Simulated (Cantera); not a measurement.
Catalytic combustion on Pt

An isothermal plug-flow reactor at 823 K and 5.00 bar (inlet), inlet velocity 0.75 m/s, active area per volume 170 1/m; feed 1.81 % CO, 15.1 % O2, 83.1 % N2.

Model: Deutschmann's 1995 Pt surface mechanism with GRI-Mech 3.0 gas chemistry, integrated in Cantera. Catalytic surfaces can have several steady states; this one follows from the mechanism file's or the stated starting coverage. Mass transfer to the wall is taken as infinitely fast.

```json
[
 {"z (m)": "0.00062", "x CO": "0.0136", "x O2": "0.149", "x H2O": "<1e-12", "x CO2": "0.00462", "θ free Pt": "0.128", "θ O*": "0.0667", "θ CO*": "0.805"},
 {"z (m)": "0.001", "x CO": "0.00792", "x O2": "0.147", "x H2O": "<1e-12", "x CO2": "0.0103", "θ free Pt": "0.0916", "θ O*": "0.878", "θ CO*": "0.0303"},
 {"z (m)": "0.0017", "x CO": "0.00675", "x O2": "0.146", "x H2O": "<1e-12", "x CO2": "0.0115", "θ free Pt": "0.0449", "θ O*": "0.949", "θ CO*": "0.00576"},
 {"z (m)": "0.0029", "x CO": "0.00587", "x O2": "0.146", "x H2O": "<1e-12", "x CO2": "0.0124", "θ free Pt": "0.0366", "θ O*": "0.960", "θ CO*": "0.00329"},
 {"z (m)": "0.0048", "x CO": "0.00500", "x O2": "0.145", "x H2O": "<1e-12", "x CO2": "0.0133", "θ free Pt": "0.0319", "θ O*": "0.966", "θ CO*": "0.00211"},
 {"z (m)": "0.008", "x CO": "0.00404", "x O2": "0.145", "x H2O": "<1e-12", "x CO2": "0.0142", "θ free Pt": "0.0285", "θ O*": "0.970", "θ CO*": "0.00136"},
 {"z (m)": "0.013", "x CO": "0.00309", "x O2": "0.145", "x H2O": "<1e-12", "x CO2": "0.0152", "θ free Pt": "0.0260", "θ O*": "0.973", "θ CO*": "0.000860"},
 {"z (m)": "0.022", "x CO": "0.00205", "x O2": "0.144", "x H2O": "<1e-12", "x CO2": "0.0162", "θ free Pt": "0.0239", "θ O*": "0.976", "θ CO*": "0.000484"},
 {"z (m)": "0.037", "x CO": "0.00114", "x O2": "0.144", "x H2O": "<1e-12", "x CO2": "0.0171", "θ free Pt": "0.0225", "θ O*": "0.977", "θ CO*": "0.000236"},
 {"z (m)": "0.062", "x CO": "0.000467", "x O2": "0.143", "x H2O": "<1e-12", "x CO2": "0.0178", "θ free Pt": "0.0216", "θ O*": "0.978", "θ CO*": "8.94e-5"}
]
```
x: gas mole fraction; θ: surface coverage.
